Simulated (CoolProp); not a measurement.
1000 sccm (0 °C, 1 atm) of nitrogen bubbles through liquid methanol at 287.2 K and leaves saturated at a total pressure of 0.0694 MPa (ideal gas phase). Each further row changes one setting.

Model: reference Helmholtz-energy equation of state, de Reuck 1993, in CoolProp.

```
case                      vapour pressure (kPa)  mole fraction of vapour  delivery (mg/min)  delivery (sccm)  change of delivery for a bath 1 K warmer (%)
------------------------  ---------------------  -----------------------  -----------------  ---------------  --------------------------------------------
as stated                                  9.38                      ___                224              156                                           6.8
bath temperature 292.2 K                   12.4                      ___                310              217                                           6.9
total pressure 0.139 MPa                   9.38                      ___                103              ___                                           6.2
```

Fill in the missing entries.


- as stated, mole fraction of vapour: 0.135
- bath temperature 292.2 K, mole fraction of vapour: 0.178
- total pressure 0.139 MPa, mole fraction of vapour: 0.0675
- total pressure 0.139 MPa, delivery (sccm): 72.4
